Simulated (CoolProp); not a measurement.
Vapour pressure (MPa) of octamethylcyclotetrasiloxane (D4): the reference equation beside estimates from Tc = 586.5 K, pc = 1.347 MPa, ω = 0.598.

Computed with CoolProp (reference Helmholtz-energy equation of state, Thol 2015).

| T (K) | reference | Lee-Kesler | van der Waals | Redlich-Kwong |
|---|---|---|---|---|
| 301.5 | 0.0001719 | 0.0001961 | 0.04507 | 0.004433 |
| 317.8 | 0.0005170 | 0.0005632 | 0.06330 | 0.008678 |
| 334.1 | 0.001354 | 0.001428 | 0.08616 | 0.01565 |
| 350.4 | 0.003154 | 0.003253 | 0.1142 | 0.02637 |
| 366.7 | 0.006660 | 0.006770 | 0.1479 | 0.04198 |
| 383 | 0.01294 | 0.01303 | 0.1877 | 0.06368 |
| 399.3 | 0.02340 | 0.02345 | 0.2340 | 0.09276 |
| 415.6 | 0.03984 | 0.03982 | 0.2874 | 0.1305 |
| 432 | 0.06458 | 0.06447 | 0.3484 | 0.1785 |
| 448.3 | 0.09981 | 0.09960 | 0.4169 | 0.2374 |
| 464.6 | 0.1485 | 0.1482 | 0.4934 | 0.3088 |
| 480.9 | 0.2137 | 0.2133 | 0.5782 | 0.3937 |

Absolute difference from the reference over all 12 rows, mean and median: Lee-Kesler 2.9 and 0.5 %, van der Waals 4516.6 and 1125.3 %, Redlich-Kwong 650.2 and 344.3 %.
